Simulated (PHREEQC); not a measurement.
Copper plating or etch bath (model solution)

Solution (25 °C): 120 mmol/kgw CuCl2, 130 mmol/kgw HBF4 and 0.22 mmol/kgw NaCl. Closed to the air; pH follows from the charge balance.

Model: ion-association model, wateq4f.dat, run in PHREEQC.

Each row changes one thing in this solution. No solid was allowed to form.

```csv
case,pH,ionic strength (mol/kgw),Cl- (mol/kgw),H3BO3 (mol/kgw),H2F2 (mol/kgw),F- (mol/kgw)
as made,1.01,0.454,0.223,0.00296,0.000560,0.000165
NaCl replaced by ZnCl2 at the same molality,1.01,0.454,0.223,0.00296,0.000560,0.000165
CuCl2 left out,0.99,0.127,0.000220,0.00347,0.000659,0.000140
NaCl replaced by Na2SiF6 at the same molality,1.01,0.454,0.223,0.00296,0.000560,0.000165
NaCl from 0.00022 to 0.0011 mol/kgw,1.01,0.454,0.224,0.00296,0.000560,0.000165
```

SiF6-2 is the database's only silicon fluoride. Real BF4- forms and hydrolyses slowly; the run takes it at equilibrium.
